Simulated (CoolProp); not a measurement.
The fluid at 334.23 K and 1.64 MPa is throttled through a valve to 0.0442 MPa with no heat exchange. The same conditions are run with several fluids, on thermodynamics alone (safety and materials aside).

The numbers come from the reference Helmholtz-energy equation of state of each fluid (carbonyl sulfide: Lemmon 2006; R125: Lemmon 2005; C2F6 (R116): Lemmon 2006; R143a: Lemmon and Jacobsen 2000; hydrogen chloride: Thol 2018) in CoolProp.

Question: Rank carbonyl sulfide, R125, C2F6 (R116), R143a, hydrogen chloride by temperature change (K), highest first.

Answer: C2F6 (R116) (-10.8), R125 (-18.7), hydrogen chloride (-20.4), R143a (-24.7), carbonyl sulfide (-28.3)

```tsv
fluid	final density (kg/m³)
carbonyl sulfide	1.05
R125	2.03
C2F6 (R116)	2.28
R143a	1.45
hydrogen chloride	0.619
```
